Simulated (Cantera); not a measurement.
What does this Cantera script print?

```python
import numpy as np
import cantera as ct

gas_names = """
    N N2 Si SiN Si2 Si2N Si3
""".split()
cond_names = """
    Si(cr) Si(L) Si3N4(a)
""".split()


def load(file, names, dense=False):
    # The tables refer to 1 bar. Condensed volumes are neglected.
    table = {s.name: s for s in ct.Species.list_from_file(file)}
    out = []
    for n in names:
        d = dict(table[n].input_data)
        d["thermo"] = dict(d["thermo"], **{"reference-pressure": 1e5})
        if dense:
            d["equation-of-state"] = {"model": "constant-volume", "density": "1e6 g/cm^3"}
        out.append(ct.Species.from_dict(d))
    return out


gas = ct.Solution(thermo="ideal-gas", species=load("nasa_gas.yaml", gas_names))
cond = {s.name: ct.Solution(thermo="fixed-stoichiometry", species=[s], name=s.name)
        for s in load("nasa_condensed.yaml", cond_names, dense=True)}
atoms = {
    'Si3N4': {'Si': 3, 'N': 4},
    'Si': {'Si': 1},
    'N2': {'N': 2},
}
top_T = {'Si3N4(a)': 2400}  # K; cautious upper limits of use, not melting points


def equilibrate(T, P, feed):
    n = {}
    for name, mol in feed.items():
        for a, k in atoms[name].items():
            n[a] = n.get(a, 0.0) + k * mol
    gas.TPX = T, P, n
    mass = sum(n.values()) * gas.mean_molecular_weight
    gas.equilibrate("TP")
    valid = [c for c in cond.values() if c.min_temp <= T <= top_T.get(c.name, c.max_temp)]
    mix = ct.Mixture([(gas, mass / gas.mean_molecular_weight)] + [(c, 0.0) for c in valid])
    mix.T, mix.P = T, P
    mix.equilibrate("TP", solver="vcs", rtol=1e-11, max_steps=5000)
    return mix


results = []
feed = {'Si3N4': 1, 'Si': 0.0025, 'N2': 0.64}  # mol
P = 1000  # Pa
for T in [1400, 1600, 1800, 2000, 2200, 2400, 2600, 2800]:
    mix = equilibrate(T, P, feed)
    results.append((T, P, feed, dict(zip(mix.species_names, mix.species_moles))))
    x = sorted(zip(gas.X, gas.species_names), reverse=True)
    print(f"T = {T:g} K  P = {P:g} Pa  gas = {mix.phase_moles(0):.4g} mol")
    print("   x: " + "  ".join(f"{s} {v:.3e}" for v, s in x if v > 1e-06))
    print("   condensed (mol): " + ("  ".join(f"{mix.phase(i).name} {mix.phase_moles(i):.4g}"
          for i in range(1, mix.n_phases) if mix.phase_moles(i) > 1e-12) or "none"))
```

It prints:

```
T = 1400 K  P = 1000 Pa  gas = 0.6383 mol
   x: N2 1.000e+00
   condensed (mol): Si3N4(a) 1.001
T = 1600 K  P = 1000 Pa  gas = 0.6383 mol
   x: N2 1.000e+00
   condensed (mol): Si3N4(a) 1.001
T = 1800 K  P = 1000 Pa  gas = 0.6387 mol
   x: N2 9.997e-01  Si 2.918e-04  Si2N 1.909e-05  SiN 1.292e-05  Si2 1.620e-06
   condensed (mol): Si3N4(a) 1.001
T = 2000 K  P = 1000 Pa  gas = 2.652 mol
   x: N2 9.953e-01  Si 4.354e-03  Si2N 1.485e-04  SiN 1.131e-04  Si2 4.514e-05  Si3 9.678e-06
   condensed (mol): Si(L) 2.99
T = 2200 K  P = 1000 Pa  gas = 2.745 mol
   x: N2 9.611e-01  Si 3.687e-02  Si2N 6.741e-04  SiN 6.103e-04  Si2 5.904e-04  Si3 1.153e-04
   condensed (mol): Si(L) 2.892
T = 2400 K  P = 1000 Pa  gas = 3.41 mol
   x: N2 7.720e-01  Si 2.177e-01  Si2 4.978e-03  SiN 2.255e-03  Si2N 2.142e-03  Si3 8.942e-04
   condensed (mol): Si(L) 2.195
T = 2600 K  P = 1000 Pa  gas = 5.568 mol
   x: Si 5.145e-01  N2 4.719e-01  Si2 8.357e-03  SiN 3.080e-03  Si2N 1.352e-03  Si3 7.353e-04  N 4.893e-06
   condensed (mol): none
T = 2800 K  P = 1000 Pa  gas = 5.615 mol
   x: Si 5.253e-01  N2 4.688e-01  Si2 3.103e-03  SiN 2.423e-03  Si2N 2.673e-04  Si3 7.228e-05  N 2.396e-05
   condensed (mol): none
```

Method: chemical equilibrium by Gibbs-energy minimisation in Cantera with the NASA 1993 tables (ideal gas, pure condensed phases). The tables' values for SiN are old estimates; treat these amounts as uncertain.
